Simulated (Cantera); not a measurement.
A perfectly stirred reactor is fed with CH4 : C2H6 : O2 : N2 : H2O = 1 : 0.031 : 4.05 : 15.2 : 2.4 (molar parts), equivalence ratio 0.52, at 0.257 atm; it is adiabatic with a 575 K inlet, and is followed from long to short residence time, starting on the burning branch (τ in s: 0.14, 0.043, 0.013, 0.0038, 0.0011, 0.00034, 0.0001, 3e-05, 9e-06).

Model: GRI-Mech 3.0 (53 species, 325 reactions), integrated in Cantera.

Question: Predict: blow-out, bracketed by the residence times tried; x(CH4) at τ = 0.140 s; x(C2H6) at τ = 0.140 s; x(O2) at τ = 0.140 s; x(CH2O) at τ = 0.140 s; x(CH2) at τ = 0.140 s; x(CH4) at τ = 1.10 ms; x(C2H6) at τ = 1.10 ms; x(O2) at τ = 1.10 ms; x(CH2O) at τ = 1.10 ms; x(CH2) at τ = 1.10 ms.

Answer: 
```json
{
 "blow_out_bracketed_by_the_residence_times_tried": "burning at 1.10 ms, out at 0.340 ms",
 "x(CH4) at τ = 0.140 s": "1.85e-5",
 "x(C2H6) at τ = 0.140 s": "1.51e-7",
 "x(O2) at τ = 0.140 s": "0.0854",
 "x(CH2O) at τ = 0.140 s": "1.75e-6",
 "x(CH2) at τ = 0.140 s": "6.97e-8",
 "x(CH4) at τ = 1.10 ms": "0.000886",
 "x(C2H6) at τ = 1.10 ms": "6.77e-6",
 "x(O2) at τ = 1.10 ms": "0.0936",
 "x(CH2O) at τ = 1.10 ms": "7.14e-5",
 "x(CH2) at τ = 1.10 ms": "2.20e-6"
}
```
